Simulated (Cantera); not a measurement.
Feed: 1 mol Si3N4, 0.16 mol H2O, 7 mol N2, at 16.0 mbar.

Method: chemical equilibrium by Gibbs-energy minimisation in Cantera with the NASA 1993 tables (ideal gas, pure condensed phases). Candidate condensed phases: H2O, Si, SiO2, Si2N2O, Si3N4; 35 gas species. Mutual solubility and eutectic melting of coexisting phases are not modelled. Rates play no part.

Which condensed phases are stable at each of these points (T (°C)): 727, 827, 927, 1027, 1127, 1227, 1327, 1427, 1527, 1627, 1727, 1827, 1927?


```json
[
 {"T (°C)": "727", "condensed phases": "Si2N2O(s) + Si3N4(s)", "Si condensed (%)": "100.0"},
 {"T (°C)": "827", "condensed phases": "Si2N2O(s) + Si3N4(s)", "Si condensed (%)": "100.0"},
 {"T (°C)": "927", "condensed phases": "Si2N2O(s) + Si3N4(s)", "Si condensed (%)": "100.0"},
 {"T (°C)": "1027", "condensed phases": "Si2N2O(s) + Si3N4(s)", "Si condensed (%)": "100.0"},
 {"T (°C)": "1127", "condensed phases": "Si2N2O(s) + Si3N4(s)", "Si condensed (%)": "100.0"},
 {"T (°C)": "1227", "condensed phases": "Si2N2O(s) + Si3N4(s)", "Si condensed (%)": "100.0"},
 {"T (°C)": "1327", "condensed phases": "Si2N2O(s) + Si3N4(s)", "Si condensed (%)": "100.0"},
 {"T (°C)": "1427", "condensed phases": "Si2N2O(s) + Si3N4(s)", "Si condensed (%)": "99.6"},
 {"T (°C)": "1527", "condensed phases": "Si2N2O(s) + Si3N4(s)", "Si condensed (%)": "95.8"},
 {"T (°C)": "1627", "condensed phases": "Si(l)", "Si condensed (%)": "94.4"},
 {"T (°C)": "1727", "condensed phases": "Si(l)", "Si condensed (%)": "93.7"},
 {"T (°C)": "1827", "condensed phases": "Si(l)", "Si condensed (%)": "91.7"},
 {"T (°C)": "1927", "condensed phases": "Si(l)", "Si condensed (%)": "86.5"}
]
```

From 727 °C to 1527 °C the condensed part is Si2N2O(s) + Si3N4(s). From 1627 °C to 1927 °C the condensed part is Si(l).
